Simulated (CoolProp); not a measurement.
Vapour-liquid equilibrium of C2F6 (R116) (1) + R22 (2) at 246.8 K; x and y are mole fractions of (1).

The numbers come from the multi-fluid Helmholtz-energy mixture model, Lemmon 2006 and Kamei 1995; pair parameters Bell 2016 in CoolProp.

| x | bubble pressure (bar) | y at the bubble point | dew pressure at overall composition x (bar) | liquid density (mol/L) |
|---|---|---|---|---|
| 0.05 | 3.349 | 0.435 | 2.008 | 15.37 |
| 0.125 | 4.828 | 0.617 | 2.179 | 14.76 |
| 0.2 | 5.749 | 0.686 | 2.382 | 14.17 |
| 0.275 | 6.331 | 0.723 | 2.625 | 13.60 |
| 0.35 | 6.719 | 0.746 | 2.922 | 13.07 |
| 0.425 | 7.006 | 0.763 | 3.292 | 12.56 |
| 0.5 | 7.247 | 0.779 | 3.766 | 12.08 |
| 0.575 | 7.473 | 0.796 | 4.389 | 11.63 |
| 0.65 | 7.697 | 0.815 | 5.234 | 11.22 |
| 0.725 | 7.924 | 0.839 | 6.371 | 10.83 |
| 0.8 | 8.148 | 0.870 | 7.526 | 10.47 |
| 0.875 | 8.353 | 0.908 | 8.181 | 10.15 |
| 0.95 | 8.517 | 0.958 | 8.496 | 9.865 |

No azeotrope shows between x = 0.05 and 0.95.

Pair parameters are fitted to limited data, so mixtures are less certain than the pure fluids. With so large a gap from Raoult's law the liquid may split in two, which this calculation doesn't test in full.
